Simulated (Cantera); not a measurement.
Cantera run:

```python
import numpy as np
import cantera as ct

gas_names = [...]  # 118 gases of nasa_gas.yaml made of C, Cl, F, H
cond_names = """
    C(gr) C6H6(L) C7H8(L) C8H18(L),n-octa
""".split()


# ... load() reads the species with a 1 bar reference pressure and builds the phases ...
atoms = {
    'C2F6': {'C': 2, 'F': 6},
    'HCl': {'H': 1, 'CL': 1},
}
top_T = {'C(gr)': 4500}  # K; cautious upper limits of use, not melting points


# ... equilibrate(T, P, feed) seeds the gas with the atoms and calls Mixture.equilibrate('TP', solver="vcs", rtol=1e-11, max_steps=5000) ...
results = []
feed = {'C2F6': 1, 'HCl': 0.47}  # mol
P = 1000  # Pa
for T in [1723, 1823, 1923, 2023, 2123, 2223, 2323, 2423, 2523, 2623, 2723, 2823]:
    mix = equilibrate(T, P, feed)
    results.append((T, P, feed, dict(zip(mix.species_names, mix.species_moles))))

top = {s: max(r[3][s] / sum(r[3][g] for g in gas_names) for r in results) for s in gas_names}
cols = sorted((s for s in top if top[s] > 0.001), key=lambda s: -top[s])[:7]
seen = [c for c in cond_names if any(r[3].get(c, 0) > 1e-12 for r in results)]
print("log10 of partial pressures in bar; condensed amounts in mol")
print(f"{'T/K':>10s}" + "".join(f"{s[:9]:>10s}" for s in cols + seen))
for T, P, feed, n in results:
    ng = sum(n[g] for g in gas_names)
    print(f"{T:10.4g}" + "".join(f"{np.log10(max(n[s] / ng * P / 1e5, 1e-99)):10.3f}" for s in cols)
          + "".join(f"{n.get(c, 0):10.4g}" for c in seen))
```

It prints:

```
log10 of partial pressures in bar; condensed amounts in mol
       T/K         F       CF4       CF2        HF        CL        CF       CF3     C(gr)
      1723    -4.834    -2.226    -4.227    -2.698    -2.737    -7.862    -5.153    0.6077
      1823    -4.310    -2.237    -3.771    -2.701    -2.718    -7.062    -4.786    0.5977
      1923    -3.844    -2.260    -3.371    -2.709    -2.717    -6.349    -4.467    0.5719
      2023    -3.431    -2.311    -3.026    -2.729    -2.733    -5.715    -4.203    0.5177
      2123    -3.071    -2.416    -2.745    -2.768    -2.771    -5.157    -4.009    0.4199
      2223    -2.772    -2.623    -2.545    -2.833    -2.834    -4.678    -3.917    0.2823
      2323    -2.543    -2.992    -2.453    -2.914    -2.915    -4.285    -3.967    0.1895
      2423    -2.386    -3.541    -2.475    -2.982    -2.983    -3.979    -4.172    0.2827
      2523    -2.283    -4.212    -2.579    -3.029    -3.029    -3.738    -4.485    0.5359
      2623    -2.215    -4.943    -2.731    -3.063    -3.063    -3.545    -4.858    0.8163
      2723    -2.173    -5.703    -2.914    -3.090    -3.089    -3.387    -5.266     1.032
      2823    -2.150    -6.477    -3.118    -3.112    -3.109    -3.258    -5.695     1.117
```

Equilibrium computed with Cantera from the NASA thermochemical tables; the gas is ideal and each condensed phase is pure. The feed counts by its element totals alone. Gases not in the tables: C2F6 and larger saturated fluorocarbons.
